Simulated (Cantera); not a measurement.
An isothermal, constant-pressure homogeneous reactor starts with 22.8 % H2, 17.5 % O2, 59.6 % N2, at 973 K and 80000 Pa.

Model: GRI-Mech 3.0 (53 species, 325 reactions), integrated in Cantera. The temperature is held fixed by assumption; the heat of reaction is taken as removed at once.

x: mole fraction; the columns are a selection and need not sum to one.

```json
[
 {"t (s)": "1.00e-6", "x H2": "0.228", "x O2": "0.175", "x H2O": "<1e-12", "x H": "1.03e-11", "x NO": "<1e-12", "x HO2": "1.14e-11"},
 {"t (s)": "1.09e-5", "x H2": "0.228", "x O2": "0.175", "x H2O": "6.06e-11", "x H": "1.10e-10", "x NO": "<1e-12", "x HO2": "1.74e-10"},
 {"t (s)": "0.000119", "x H2": "0.228", "x O2": "0.175", "x H2O": "(withheld)", "x H": "(withheld)", "x NO": "<1e-12", "x HO2": "(withheld)"},
 {"t (s)": "0.00130", "x H2": "0.0863", "x O2": "0.109", "x H2O": "0.160", "x H": "4.00e-7", "x NO": "4.99e-8", "x HO2": "6.85e-5"},
 {"t (s)": "0.0141", "x H2": "0.0846", "x O2": "0.109", "x H2O": "0.162", "x H": "8.92e-7", "x NO": "4.61e-8", "x HO2": "6.00e-5"},
 {"t (s)": "0.154", "x H2": "0.0449", "x O2": "0.0900", "x H2O": "0.206", "x H": "9.61e-7", "x NO": "4.89e-8", "x HO2": "6.11e-5"},
 {"t (s)": "1.68", "x H2": "0.000408", "x O2": "0.0695", "x H2O": "0.257", "x H": "3.30e-9", "x NO": "5.46e-9", "x HO2": "3.79e-6"},
 {"t (s)": "18.3", "x H2": "5.11e-6", "x O2": "0.0693", "x H2O": "0.257", "x H": "5.78e-12", "x NO": "2.24e-9", "x HO2": "1.01e-7"},
 {"t (s)": "200", "x H2": "4.17e-11", "x O2": "0.0693", "x H2O": "0.257", "x H": "<1e-12", "x NO": "1.23e-7", "x HO2": "3.90e-10"}
]
```

Question: What belongs in the gaps?

Answer: 
- 0.000119, x H2O: 3.70e-8
- 0.000119, x H: 9.71e-9
- 0.000119, x HO2: 2.83e-8
